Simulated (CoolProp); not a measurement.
Values from CoolProp's reference Helmholtz-energy equation of state, Lemmon 2006. It is a short technical equation, of lower accuracy than the large ones.

Q: Give the vapour pressure (bar), liquid density (kg/m³), enthalpy of vaporisation (kJ/kg), liquid cp (kJ/(kg K)) of saturated acetone at 295.1 K.

A: 
```json
[
 {"T (K)": "295.1", "p (bar)": "0.269", "liquid density (kg/m³)": "788", "enthalpy of vaporisation (kJ/kg)": "537", "liquid cp (kJ/(kg K))": "2.14"}
]
```
